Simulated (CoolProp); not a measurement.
Saturated liquid density (kg/m³) of n-undecane: the reference equation beside estimates from Tc = 638.8 K, pc = 1.990 MPa, ω = 0.539. Rackett uses Z = 0.29056 − 0.08775 ω.

The numbers come from the reference Helmholtz-energy equation of state, Aleksandrov 2011 in CoolProp. It is a short technical equation, of lower accuracy than the large ones.

| T (K) | reference | Rackett | van der Waals | Redlich-Kwong | Soave-Redlich-Kwong | Peng-Robinson |
|---|---|---|---|---|---|---|
| 479.9 | 589.2 | 622.6 | 318.6 | 456.7 | 499.7 | 565.7 |
| 487 | 582.5 | 615.0 | 315.0 | 450.1 | 493.3 | 558.7 |
| 494.1 | 575.6 | 607.2 | 311.2 | 443.4 | 486.7 | 551.4 |
| 501.3 | 568.4 | 599.1 | 307.4 | 436.4 | 479.7 | 543.6 |
| 508.4 | 561.2 | 591.0 | 303.4 | 429.3 | 472.5 | 535.7 |
| 515.5 | 553.8 | 582.6 | 299.3 | 422.0 | 465.1 | 527.3 |
| 522.7 | 546.0 | 573.9 | 295.1 | 414.3 | 457.1 | 518.5 |
| 529.8 | 538.1 | 565.1 | 290.7 | 406.5 | 449.0 | 509.3 |
| 536.9 | 530.0 | 556.0 | 286.3 | 398.4 | 440.4 | 499.6 |
| 544.1 | 521.4 | 546.4 | 281.5 | 389.9 | 431.3 | 489.3 |
| 551.2 | 512.6 | 536.6 | 276.7 | 381.2 | 421.9 | 478.6 |

Absolute difference from the reference over all 11 rows, mean and median: Rackett 5.2 and 5.2 %, van der Waals 46.0 and 46.0 %, Redlich-Kwong 23.9 and 23.8 %, Soave-Redlich-Kwong 16.2 and 16.0 %, Peng-Robinson 5.0 and 4.8 %.
